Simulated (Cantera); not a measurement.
**Premixed flame**

A freely propagating, adiabatic, planar premixed flame of C2H4 : O2 : N2 : H2O = 1 : 3.37 : 14.2 : 1.2 (molar parts), equivalence ratio 0.89, unburnt at 450 K and 101000 Pa; mixture-averaged transport, grid criteria slope 0.08 and curve 0.16, no radiation.

Detailed kinetics in Cantera: GRI-Mech 3.0 (53 species, 325 reactions). GRI-Mech 3.0 was tuned for natural gas; its chemistry of ethylene as a main component is partial and can be far from experiment. Burning velocities carry a grid error of a few per cent, more on coarse grids.

```tsv
z (mm)	T (K)	u (m/s)	x C2H4	x O2	x H2O	x C2H2	x H2O2	x CO
-0.954	450	1.03	0.0506	0.170	0.0607	<1e-8	1.55e-8	7.34e-7
-0.636	450	1.03	0.0505	0.170	0.0607	5.99e-8	2.60e-7	1.23e-5
-0.477	452	1.03	0.0505	0.170	0.0608	4.33e-7	1.52e-6	7.24e-5
-0.318	468	1.07	0.0501	0.169	0.0622	5.48e-6	1.32e-5	0.000666
-0.159	697	1.61	0.0434	0.151	0.0781	0.000148	0.000115	0.0105
-0.0795	1079	2.53	0.0272	0.120	0.102	0.000564	0.000127	0.0305
0	1462	3.47	0.00817	0.0816	0.126	0.00105	1.40e-5	0.0528
0.0795	1662	3.96	0.000795	0.0566	0.139	0.000380	8.12e-7	0.0578
0.159	1734	4.11	3.00e-5	0.0452	0.142	2.79e-5	6.16e-7	0.0493
0.318	1805	4.25	2.70e-8	0.0368	0.142	4.77e-8	4.97e-7	0.0341
0.636	1892	4.42	<1e-8	0.0314	0.143	<1e-8	3.43e-7	0.0229
1.27	1981	4.60	<1e-8	0.0278	0.147	<1e-8	2.26e-7	0.0175
2.54	2059	4.76	<1e-8	0.0248	0.152	<1e-8	1.50e-7	0.0131
```
x: mole fraction of selected species; z is measured from the peak of heat release.

The laminar burning velocity is 103 cm/s, the thermal thickness comes out as 0.318 mm and the peak x(C2H2) is 0.00105. The peak x(H2O2) is 0.000141 and the peak x(CO) is 0.0585. The grid points comes out as 152.
